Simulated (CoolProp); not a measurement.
Dodecamethylcyclohexasiloxane (D6) at several states: fugacity coefficient from the reference equation and from simpler models built on Tc = 372.6 °C, pc = 0.9614 MPa, ω = 0.736; each cubic takes its own stable root.

Model: reference Helmholtz-energy equation of state, Colonna 2008, in CoolProp. It is a short technical equation, of lower accuracy than the large ones.

```tsv
T (°C)	p (MPa)	phase	reference	van der Waals	Redlich-Kwong	Soave-Redlich-Kwong	Peng-Robinson
224.65	0.0105	gas	0.9895	0.9940	0.9923	0.9901	0.9897
252.85	0.114	gas	0.9050	…	0.9285	…	…
74.45	0.402	liquid	0.0004193	0.1134	…	0.0004295	0.0005204
315.65	0.0136	gas	0.9920	0.9948	0.9937	0.9930	0.9925
21.25	0.341	liquid	…	0.04442	…	8.298e-6	1.190e-5
```

Problem. What belongs in the gaps?

Solution. 
- 252.85, van der Waals: 0.9429
- 252.85, Soave-Redlich-Kwong: 0.9120
- 252.85, Peng-Robinson: 0.9075
- 74.45, Redlich-Kwong: 0.01522
- 21.25, reference: 7.148e-6
- 21.25, Redlich-Kwong: 0.001733
